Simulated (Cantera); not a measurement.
Input: 1 mol B2H6, a varied amount of H2O, 1.4 mol N2, at 823 K and 0.00133 bar.

These are equilibrium values from Cantera (NASA tables, ideal gas, pure condensed phases), not measurements of a reactor. Candidate condensed phases: B, BN, B2O3, B3O3H3, H2O; 39 gas species. The feed counts by its element totals alone. N2 is the only nitrogen source here; it is nearly inert below about 1500 K, so the nitride shown seldom forms there in practice. Equilibrium is a limit: real reactors are often held back by kinetics, nucleation or transport.

Task: At 0.92 mol H2O, list the 3 most abundant gas species with their mole fractions, and the condensed phases.

Result: H2 0.847, N2 0.153, H2O 0.000504. Condensed: BN(s) + B2O3(l).
